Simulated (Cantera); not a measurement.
What does this Cantera script print?

```python
import numpy as np
import cantera as ct

gas_names = """
    C CO CO2 C2 C2O C3 C3O2 C4 C5 O O2 O3 Ti TiO TiO2
""".split()
cond_names = """
    C(gr) Ti(a) Ti(b) Ti(L) TiC(s) TiC(L) TiO(a) TiO(b) TiO(L) TiO2(ru) TiO2(L) Ti2O3(a) Ti2O3(b)
    Ti2O3(L) Ti3O5(a) Ti3O5(b) Ti3O5(L) Ti4O7(s) Ti4O7(L)
""".split()


# ... load() reads the species with a 1 bar reference pressure and builds the phases ...
atoms = {
    'Ti': {'Ti': 1},
    'CO2': {'C': 1, 'O': 2},
    'CO': {'C': 1, 'O': 1},
}
top_T = {'C(gr)': 4500}  # K; cautious upper limits of use, not melting points


# ... equilibrate(T, P, feed) seeds the gas with the atoms and calls Mixture.equilibrate('TP', solver="vcs", rtol=1e-11, max_steps=5000) ...
results = []
feed = {'Ti': 1, 'CO2': 9, 'CO': 0.36}  # mol
P = 14  # Pa
for T in [998, 1073, 1148, 1223, 1298, 1373, 1448, 1523, 1598, 1673, 1748, 1823, 1898, 1973]:
    mix = equilibrate(T, P, feed)
    results.append((T, P, feed, dict(zip(mix.species_names, mix.species_moles))))
    x = sorted(zip(gas.X, gas.species_names), reverse=True)
    print(f"T = {T:g} K  P = {P:g} Pa  gas = {mix.phase_moles(0):.4g} mol")
    print("   x: " + "  ".join(f"{s} {v:.3e}" for v, s in x if v > 0.0001))
    print("   condensed (mol): " + ("  ".join(f"{mix.phase(i).name} {mix.phase_moles(i):.4g}"
          for i in range(1, mix.n_phases) if mix.phase_moles(i) > 1e-12) or "none"))
```

It prints:

```
T = 998 K  P = 14 Pa  gas = 9.36 mol
   x: CO2 7.479e-01  CO 2.521e-01
   condensed (mol): TiO2(ru) 1
T = 1073 K  P = 14 Pa  gas = 9.36 mol
   x: CO2 7.479e-01  CO 2.521e-01
   condensed (mol): TiO2(ru) 1
T = 1148 K  P = 14 Pa  gas = 9.36 mol
   x: CO2 7.479e-01  CO 2.521e-01
   condensed (mol): TiO2(ru) 1
T = 1223 K  P = 14 Pa  gas = 9.36 mol
   x: CO2 7.479e-01  CO 2.521e-01
   condensed (mol): TiO2(ru) 1
T = 1298 K  P = 14 Pa  gas = 9.36 mol
   x: CO2 7.479e-01  CO 2.521e-01
   condensed (mol): TiO2(ru) 1
T = 1373 K  P = 14 Pa  gas = 9.36 mol
   x: CO2 7.479e-01  CO 2.521e-01
   condensed (mol): TiO2(ru) 1
T = 1448 K  P = 14 Pa  gas = 9.36 mol
   x: CO2 7.479e-01  CO 2.521e-01
   condensed (mol): TiO2(ru) 1
T = 1523 K  P = 14 Pa  gas = 9.36 mol
   x: CO2 7.479e-01  CO 2.521e-01
   condensed (mol): TiO2(ru) 1
T = 1598 K  P = 14 Pa  gas = 9.36 mol
   x: CO2 7.478e-01  CO 2.522e-01
   condensed (mol): TiO2(ru) 1
T = 1673 K  P = 14 Pa  gas = 9.362 mol
   x: CO2 7.474e-01  CO 2.524e-01  O2 1.559e-04
   condensed (mol): TiO2(ru) 1
T = 1748 K  P = 14 Pa  gas = 9.37 mol
   x: CO2 7.452e-01  CO 2.538e-01  O2 8.598e-04  O 1.817e-04
   condensed (mol): TiO2(ru) 0.9999
T = 1823 K  P = 14 Pa  gas = 9.404 mol
   x: CO2 7.358e-01  CO 2.595e-01  O2 3.890e-03  O 7.952e-04
   condensed (mol): TiO2(ru) 0.9996
T = 1898 K  P = 14 Pa  gas = 9.517 mol
   x: CO2 7.059e-01  CO 2.776e-01  O2 1.338e-02  O 2.867e-03  TiO2 2.162e-04
   condensed (mol): TiO2(ru) 0.9979
T = 1973 K  P = 14 Pa  gas = 9.771 mol
   x: CO2 6.425e-01  CO 3.154e-01  O2 3.280e-02  O 8.301e-03  TiO2 9.362e-04
   condensed (mol): TiO2(ru) 0.9908
```

Method: chemical equilibrium by Gibbs-energy minimisation in Cantera with the NASA 1993 tables (ideal gas, pure condensed phases).
